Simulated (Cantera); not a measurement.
A closed system holds: 1 mol H2S, 0.15 mol O2, 48 mol N2, 0.13 mol SO2, held at 30.0 bar.

Cantera equilibrium calculation (NASA polynomials, part measured and part estimated; ideal gas, pure solids and liquids). Candidate condensed phases: H2O, H2SO4, S; 60 gas species. Ions and electrons are included (thermal ionisation). The numbers say what is thermodynamically allowed, not how fast it happens.

log p: log10 of the partial pressure in bar; nothing condenses.

```tsv
T (°C)	log p N2	log p H	log p S	log p H2
2227	1.46	-1.84	-1.67	-0.48
2727	1.46	[?]	[?]	-0.43
3227	1.46	-0.48	-0.59	-0.51
3727	1.45	-0.16	-0.37	-0.73
4227	1.45	[?]	-0.26	[?]
4727	1.44	0.03	-0.22	-1.55
```

Q: Fill in the missing entries.

A: 
- 2727, log p H: -1.02
- 2727, log p S: -0.99
- 4227, log p H: -0.02
- 4227, log p H2: -1.11
